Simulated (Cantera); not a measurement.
## Low-pressure radical oxidation in H2/O2

An isothermal, constant-pressure homogeneous reactor starts with 0.586 % H₂, 71.5 % O₂, 27.9 % N₂, equivalence ratio 0.0041, at 1250 K and 0.0133 bar.

Model: GRI-Mech 3.0 (53 species, 325 reactions), integrated in Cantera. Radical loss at walls, strong at low pressure, is not modelled.

| t (s) | x H₂ | x O₂ | x NO | x N₂O | x H₂O₂ | x NO₂ | x O |
|---|---|---|---|---|---|---|---|
| 2.00e-6 | 0.00586 | 0.715 | <1e-12 | <1e-12 | <1e-12 | <1e-12 | <1e-12 |
| 9.57e-6 | 0.00586 | 0.715 | <1e-12 | <1e-12 | <1e-12 | <1e-12 | 8.72e-12 |
| 4.58e-5 | 0.00586 | 0.715 | <1e-12 | <1e-12 | <1e-12 | <1e-12 | 1.58e-10 |
| 0.000219 | 0.00586 | 0.715 | <1e-12 | <1e-12 | <1e-12 | <1e-12 | 1.79e-9 |
| 0.00105 | 0.00586 | 0.715 | <1e-12 | <1e-12 | 3.62e-12 | <1e-12 | 2.04e-8 |
| 0.00501 | 0.00586 | 0.715 | <1e-12 | <1e-12 | 7.58e-11 | <1e-12 | 5.14e-6 |
| 0.0240 | 2.10e-5 | 0.710 | 1.12e-9 | 1.74e-9 | 9.79e-9 | <1e-12 | 0.00501 |
| 0.115 | 1.59e-5 | 0.711 | 7.12e-9 | 6.89e-9 | 9.24e-9 | <1e-12 | 0.00398 |
| 0.548 | 6.90e-6 | 0.713 | 2.04e-8 | 9.11e-9 | 7.58e-9 | 2.97e-12 | 0.00170 |
| 2.62 | 9.91e-7 | 0.714 | 3.11e-8 | 1.01e-8 | 3.30e-9 | 8.36e-12 | 0.000240 |
| 12.5 | 7.72e-8 | 0.714 | 3.57e-8 | 9.93e-9 | 5.40e-10 | 1.64e-11 | 1.87e-5 |
| 60.0 | 7.53e-9 | 0.714 | 3.73e-8 | 6.96e-9 | 6.81e-11 | 3.99e-11 | 1.83e-6 |
x: mole fraction; the columns are a selection and need not sum to one.

Equilibrium at this temperature and pressure: H₂ 2.09e-9, O₂ 0.714, NO 0.000312, N₂O 1.46e-9, H₂O₂ 2.11e-11, NO₂ 8.87e-7, O 5.10e-7 (gas phase only).
